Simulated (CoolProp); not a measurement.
Vapour-liquid equilibrium of cyclohexane (1) + dimethyl carbonate (2) at 0.213 bar; x and y are mole fractions of (1).

The numbers come from the multi-fluid Helmholtz-energy mixture model, Zhou 2014 and Zhou 2011; pair parameters Bell 2016 in CoolProp.

| x | bubble temperature (°C) | y at the bubble point | dew temperature at overall composition x (°C) | liquid density (mol/L) |
|---|---|---|---|---|
| 0.05 | 41.5 | 0.280 | 46.9 | 11.38 |
| 0.125 | 36.0 | 0.472 | 45.2 | 11.19 |
| 0.2 | 33.3 | 0.557 | 43.5 | 10.98 |
| 0.275 | 32.0 | 0.599 | 41.6 | 10.76 |
| 0.35 | 31.4 | 0.621 | 39.6 | 10.55 |
| 0.425 | 31.1 | 0.633 | 37.4 | 10.34 |
| 0.5 | 31.0 | 0.641 | 35.1 | 10.14 |
| 0.575 | 30.9 | 0.647 | 32.8 | 9.958 |
| 0.65 | 30.9 | 0.655 | 30.9 | 9.786 |
| 0.725 | 30.9 | 0.669 | 31.5 | 9.624 |
| 0.8 | 31.2 | 0.696 | 32.8 | 9.472 |
| 0.875 | 31.9 | 0.749 | 34.1 | 9.325 |
| 0.95 | 33.8 | 0.857 | 35.5 | 9.175 |

y crosses x between x = 0.65 and 0.725: the model has an azeotrope there.

Pair parameters are fitted to limited data, so mixtures are less certain than the pure fluids.
